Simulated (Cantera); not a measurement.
Source: NASA polynomial tables (part measured, part estimated), evaluated in Cantera. Values are per mole of reaction as written; species without (g) are pure solids or liquids, kept so even where they would boil at 1 bar. ZrN: taken at fixed stoichiometry.

**Question.** Between 300 and 925 K, where is each reaction favourable under standard conditions?
- ZrO2(g) + NO2(g) → ZrN + 4 O(g)
- ZrN + NO2(g) → 2 N(g) + ZrO2

**Answer.** 
- ZrO2(g) + NO2(g) → ZrN + 4 O(g): ΔG° is 833 kJ at 300 K and 711 kJ at 925 K; it stays positive (K < 1). ΔH° is 905 kJ and ΔS° 210 J/K at 925 K.
- ZrN + NO2(g) → 2 N(g) + ZrO2: ΔG° is 156 kJ at 300 K and 99 kJ at 925 K; it stays positive (K < 1). ΔH° is 189 kJ and ΔS° 98 J/K at 925 K.
